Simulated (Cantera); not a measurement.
Source: NASA polynomial tables (part measured, part estimated), evaluated in Cantera. Values are per mole of reaction as written; species without (g) are pure solids or liquids, kept so even where they would boil at 1 bar.

**Question.** Between 300 and 675 K, where is each reaction favourable under standard conditions?
- Fe + 2 FeCl₃(g) ⇌ 3 FeCl₂(g)

**Answer.** 
- Fe + 2 FeCl₃(g) ⇌ 3 FeCl₂(g): ΔG° is 29 kJ at 300 K and -38 kJ at 675 K; it changes sign between 450 and 525 K. ΔH° is 79 kJ and ΔS° 174 J/K at 675 K.
